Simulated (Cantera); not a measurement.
A closed system holds: 1 mol SiCl₄, 1.9 mol N₂O, 71 mol N₂, equilibrated at 1748.15 K.

These are equilibrium values from Cantera (NASA tables, ideal gas, pure condensed phases), not measurements of a reactor. Candidate condensed phases: Si, SiO₂, Si₂N₂O, Si₃N₄; 23 gas species. The tables hold silica as quartz up to 1696 K and as liquid above; real silica turns to tridymite and cristobalite and melts near 1996 K. The numbers say what is thermodynamically allowed, not how fast it happens.

Q: At 1.00 bar, list the 4 most abundant gas species with their mole fractions, and the condensed phases.

A: N₂ 0.961, Cl 0.0266, Cl₂ 0.0117, SiCl₄ 0.000664. Condensed: SiO₂(condensed).
